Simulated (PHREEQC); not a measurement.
Consider water at 25 °C with 4 mmol/kgw H2SO4, 95 mmol/kgw NaCl and 11 mmol/kgw KCl. It is in equilibrium with CO2 at log p = -3.4 (atm). Otherwise closed; pH follows from the charge balance.

Computed with PHREEQC (ion-association model, wateq4f.dat).

Each row changes one thing in this solution. No solid was allowed to form.

```
case                                 pH  ionic strength (mol/kgw)  SO4-2 (mol/kgw)  HSO4- (mol/kgw)  HCO3- (mol/kgw)
---------------------------------  ----  ------------------------  ---------------  ---------------  ---------------
as made                            2.23                     0.116          0.00274         0.000734          1.29e-9
NaCl from 0.095 to 0.95 mol/kgw    2.24                     0.969          0.00204         0.000285          1.55e-9
NaCl from 0.095 to 0.019 mol/kgw   2.22                    0.0396          0.00279         0.000972          1.18e-9
temperature from 25 to 60 °C       2.26                     0.115          0.00224          0.00124         7.95e-10
0.0017 mol/kgw Zn(NO3)2 added      2.22                     0.120          0.00266         0.000709          1.29e-9
KCl left out                       2.23                     0.104          0.00276         0.000760          1.28e-9
NaCl left out                      2.21                    0.0206          0.00278          0.00110          1.12e-9
KCl from 0.011 to 0.0165 mol/kgw   2.23                     0.121          0.00272         0.000722          1.30e-9
H2SO4 from 0.004 to 0.008 mol/kgw  1.95                     0.123          0.00476          0.00235         6.94e-10
```

The ionic strength passes 0.7 mol/kgw, the rough limit of the ion-association models, in NaCl from 0.095 to 0.95 mol/kgw. Constants without temperature data keep their 25 °C values here.
